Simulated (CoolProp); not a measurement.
Ethylene along the isotherm 169.9 K: density (kg/m³) from the reference equation and from simpler models built on Tc = 282.4 K, pc = 50.42 bar, ω = 0.087; each cubic takes its own stable root.

Model: reference Helmholtz-energy equation of state, Smukala 2000, in CoolProp.

```json
[
 {"p (bar)": "9.45", "phase": "liquid", "reference": "567.8"},
 {"p (bar)": "18.9", "phase": "liquid", "reference": "568.7"},
 {"p (bar)": "28.4", "phase": "liquid", "reference": "569.7"},
 {"p (bar)": "37.8", "phase": "liquid", "reference": "570.6"},
 {"p (bar)": "47.3", "phase": "liquid", "reference": "571.5"},
 {"p (bar)": "56.7", "phase": "liquid", "reference": "572.5"},
 {"p (bar)": "66.2", "phase": "liquid", "reference": "573.4"},
 {"p (bar)": "75.6", "phase": "liquid", "reference": "574.2"}
]
```

Q: How far does each simpler model (van der Waals, Redlich-Kwong, Peng-Robinson) lie from the reference over these 8 states: mean and median of the absolute difference, and the worst?

A: 
- van der Waals: mean 33.9 %, median 33.9 %, worst -34.5 % at 169.9 K and 9.45 bar
- Redlich-Kwong: mean 3.5 %, median 3.4 %, worst -3.6 % at 169.9 K and 9.45 bar
- Peng-Robinson: mean 9.0 %, median 9.0 %, worst +9.1 % at 169.9 K and 75.6 bar
